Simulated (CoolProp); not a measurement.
Isobutane along the isotherm 289.15 °C: fugacity coefficient from the reference equation and from simpler models built on Tc = 134.7 °C, pc = 3629 kPa, ω = 0.184; each cubic takes its own stable root.

Values from CoolProp's reference Helmholtz-energy equation of state, Bücker 2006.

```tsv
p (kPa)	phase	reference	van der Waals	Redlich-Kwong	Soave-Redlich-Kwong	Peng-Robinson
1210	gas	0.9631	0.9567	0.9580	0.9654	0.9571
2420	gas	0.9278	0.9143	0.9178	0.9325	0.9169
3630	supercritical	0.8940	0.8730	0.8796	0.9014	0.8794
4840	supercritical	0.8619	0.8328	0.8434	0.8721	0.8447
6050	supercritical	0.8315	0.7941	(withheld)	0.8448	0.8128
7260	supercritical	(withheld)	0.7574	0.7778	0.8197	0.7836
8470	supercritical	0.7766	0.7237	0.7490	0.7967	0.7573
9680	supercritical	0.7524	0.6940	0.7230	0.7761	0.7337
10900	supercritical	0.7304	0.6683	0.6998	0.7576	0.7126
12100	supercritical	0.7110	0.6473	0.6798	0.7416	0.6942
13300	supercritical	0.6939	0.6299	0.6624	0.7276	0.6781
14500	supercritical	0.6790	(withheld)	0.6474	0.7156	0.6640
15700	supercritical	0.6660	0.6044	(withheld)	0.7053	0.6517
16900	supercritical	0.6549	0.5954	0.6237	0.6967	0.6411
18100	supercritical	0.6454	(withheld)	0.6144	0.6894	0.6319
```

Q: Fill in the missing entries.

A: 
- 6050, Redlich-Kwong: 0.8094
- 7260, reference: 0.8030
- 14500, van der Waals: 0.6158
- 15700, Redlich-Kwong: 0.6346
- 18100, van der Waals: 0.5884
